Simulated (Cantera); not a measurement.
A closed system holds: 1 mol Al2O3, 1.1 mol Cl2, 4.1 mol N2, 2.6 mol BCl3, at 875 K and 0.930 bar.

Method: chemical equilibrium by Gibbs-energy minimisation in Cantera with the NASA 1993 tables (ideal gas, pure condensed phases). Candidate condensed phases: Al, AlCl3, AlN, Al2O3, B, BN, B2O3; 38 gas species. Condensed phases not in the tables: AlOCl, borates and borosilicate glass, alloys, solid solutions and most ternary compounds. Rates play no part.

Base state: N2 0.538, AlCl3 0.183, Cl2 0.144, BCl3 0.0977, Al2Cl6 0.0227, B3O3Cl3 0.0154, Cl 1.81e-5 (mole fractions); condensed: Al2O3(s) + B2O3(l).

**Question.** What changes in the equilibrium state with this change: temperature from 875 K to 973.15 K?

**Answer.** 
| species | before | after |
|---|---|---|
| N2 | 0.538 | 0.529 |
| AlCl3 | 0.183 | 0.229 |
| Cl2 | 0.144 | 0.142 |
| BCl3 | 0.0977 | 0.0775 |
| Al2Cl6 | 0.0227 | 0.00709 |
| B3O3Cl3 | 0.0154 | 0.0154 |
| Cl | 1.81e-5 | 0.000100 |
| Al2O3(s), mol | 0.131 | 0.0595 |
| B2O3(l), mol | 0.752 | 0.821 |

**Question.** What changes in the equilibrium state with this change: pressure from 0.930 bar to 0.400 bar?

**Answer.** 
```
species         before    after
-------------  -------  -------
N2               0.538    0.531
AlCl3            0.183    0.194
Cl2              0.144    0.143
Al2Cl6          0.0227   0.0111
BCl3            0.0977    0.104
B3O3Cl3         0.0154   0.0164
Cl             1.81e-5  2.75e-5
Al2O3(s), mol    0.131    0.165
B2O3(l), mol     0.752    0.709
```
